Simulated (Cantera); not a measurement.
A perfectly stirred reactor is fed with NH3 : H2 = 1 : 2.1 (molar parts), at 101000 Pa; it is held at 1475 K, and followed from long to short residence time.

Model: the gas-phase N/H chemistry of the illustrative SiF4/NH3 mechanism in the Surface Chemkin manual (1991), integrated in Cantera. Walls and surfaces, which speed up NH3 decomposition in real reactors, are not modelled.

| quantity | before | after |
|---|---|---|
| x(NH3) at τ = 15.0 s | 0.306 | 0.187 |
| x(H2) at τ = 15.0 s | 0.688 | 0.811 |
| x(NH2) at τ = 15.0 s | 9.26e-6 | 5.49e-6 |
| x(N) at τ = 15.0 s | 1.79e-10 | 1.01e-10 |
| x(H) at τ = 15.0 s | 9.65e-6 | 1.10e-5 |
| x(NH3) at τ = 47.0 ms | 0.323 | 0.192 |
| x(H2) at τ = 47.0 ms | 0.677 | 0.808 |
| x(NH2) at τ = 47.0 ms | 9.14e-6 | 5.11e-6 |
| x(N) at τ = 47.0 ms | 1.55e-10 | 7.66e-11 |
| x(H) at τ = 47.0 ms | 8.88e-6 | 9.93e-6 |

Q: Name the change that produced these shifts.
A. temperature 1475 to 1850 K
B. NH3 1 to 0.5 parts
C. temperature 1475 to 1375 K
D. pressure from 101000 Pa to 14000 Pa

A: B, NH3 1 to 0.5 parts
